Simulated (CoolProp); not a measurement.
The numbers come from the reference Helmholtz-energy equation of state, Colonna 2008 in CoolProp. It is a short technical equation, of lower accuracy than the large ones.

### Question
For dodecamethylcyclohexasiloxane (D6), give the phase and the cv (kJ/(kg K)), Joule-Thomson coefficient (K/MPa), expansivity (1/kK) at 331.4 K and 0.813 bar; 338.2 K and 0.813 bar; 358.6 K and 0.813 bar.

### Answer
- 331.4 K and 0.813 bar: liquid; cv 1.48, Joule-Thomson coefficient -0.399, expansivity 1.18
- 338.2 K and 0.813 bar: liquid; cv 1.49, Joule-Thomson coefficient -0.391, expansivity 1.20
- 358.6 K and 0.813 bar: liquid; cv 1.53, Joule-Thomson coefficient -0.365, expansivity 1.24
